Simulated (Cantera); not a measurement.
Mixture: 8.59 % CO, 1.80 % H2, 4.47 % CH4, 15.2 % O2, 69.9 % N2, at 360000 Pa, adiabatic and at constant pressure. Ignition delay is the time to a rise of 400 K.

Computed with Cantera and GRI-Mech 3.0 (53 species, 325 reactions).

Q: At T0 = 1675 K, what is the delay, and which 8 reactions control it most (d ln τ / d ln k, from doubling and halving each rate constant)?

A: The delay is 38.1 µs.
```
reaction                  d ln τ / d ln k   faster rate
------------------------  ---------------  ------------
H + O2 <=> O + OH                   -0.84   shortens it
CH4 + OH <=> CH3 + H2O               0.29  lengthens it
CH4 + H <=> CH3 + H2                 0.27  lengthens it
H2 + OH <=> H + H2O                 -0.21   shortens it
CH3 + O2 <=> CH3O + O               -0.17   shortens it
2 CH3 (+M) <=> C2H6 (+M)             0.15  lengthens it
CH3 + HO2 <=> CH3O + OH             -0.12   shortens it
H2 + O <=> H + OH                   -0.10   shortens it
```
